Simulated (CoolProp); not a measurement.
Dimethyl carbonate along the isotherm 320.2 K: density (kg/m³) from the reference equation and from simpler models built on Tc = 557.0 K, pc = 4.909 MPa, ω = 0.346; each cubic takes its own stable root.

Model: reference Helmholtz-energy equation of state, Zhou 2011, in CoolProp.

```csv
p (MPa),phase,reference
0.155,liquid,1034
0.319,liquid,1034
0.655,liquid,1034
1.34,liquid,1035
2.76,liquid,1037
5.67,liquid,1040
11.6,liquid,1046
23.9,liquid,1058
49.1,liquid,1078
```

### Question
How far does each simpler model (van der Waals, Redlich-Kwong, Soave-Redlich-Kwong) lie from the reference over these 9 states: mean and median of the absolute difference, and the worst?

### Answer
- van der Waals: mean 53.7 %, median 41.7 %, worst -99.5 % at 320.2 K and 0.155 MPa
- Redlich-Kwong: mean 14.0 %, median 14.3 %, worst -14.6 % at 320.2 K and 0.155 MPa
- Soave-Redlich-Kwong: mean 11.0 %, median 11.0 %, worst -11.1 % at 320.2 K and 0.155 MPa

At some of these states van der Waals gives the other phase, because its saturation line lies elsewhere.
